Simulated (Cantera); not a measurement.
An isothermal, constant-pressure homogeneous reactor starts with NO : N₂ : H₂O = 1 : 0.57 : 0.0055 (molar parts), at 1875 K and 15.0 Torr.

Model: GRI-Mech 3.0 (53 species, 325 reactions), integrated in Cantera. Radical loss at walls, strong at low pressure, is not modelled.

x: mole fraction; the columns are a selection and need not sum to one.

```tsv
t (s)	x NO	x N₂	x O₂	x NO₂	x N₂O
0.000600	0.635	0.362	6.34e-9	2.07e-8	2.12e-6
0.00170	0.635	0.362	5.26e-8	1.91e-7	5.94e-6
0.00482	0.635	0.362	5.63e-7	1.83e-6	1.63e-5
0.0136	0.635	0.362	8.69e-6	1.12e-5	4.17e-5
0.0387	0.634	0.362	0.000108	1.17e-5	8.24e-5
0.110	0.634	0.362	0.000494	8.72e-6	8.04e-5
0.310	0.631	0.363	(withheld)	(withheld)	8.01e-5
0.879	0.625	0.367	(withheld)	(withheld)	9.11e-5
2.49	0.606	0.376	0.0142	4.28e-5	9.34e-5
7.06	0.550	0.404	0.0421	7.02e-5	7.82e-5
20.0	0.401	0.478	0.116	8.82e-5	3.93e-5
```

### Question
What belongs in the gaps?

### Answer

- 0.310, x O₂: 0.00159
- 0.310, x NO₂: 1.36e-5
- 0.879, x O₂: 0.00478
- 0.879, x NO₂: 2.43e-5
